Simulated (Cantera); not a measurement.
Input: 1 mol AlCl3, 39 mol N2O, 830 mol H2, equilibrated at 773.15 K and 133 Pa.

Equilibrium computed with Cantera from the NASA thermochemical tables; the gas is ideal and each condensed phase is pure. Candidate condensed phases: Al, AlCl3, AlN, Al2O3, H2O, NH4Cl; 45 gas species. Condensed phases not in the tables: AlOCl. The numbers say what is thermodynamically allowed, not how fast it happens.

Base state: H2 0.909, N2 0.0448, H2O 0.0431, HCl 0.00345 (mole fractions); condensed: Al2O3(s).

Q: What changes in the equilibrium state with this change: AlCl3 replaced by Al?

A: 
```
species         before   after
-------------  -------  ------
H2               0.909   0.912
N2              0.0448  0.0449
H2O             0.0431  0.0432
HCl            0.00345       0
Al2O3(s), mol    0.500   0.500
```
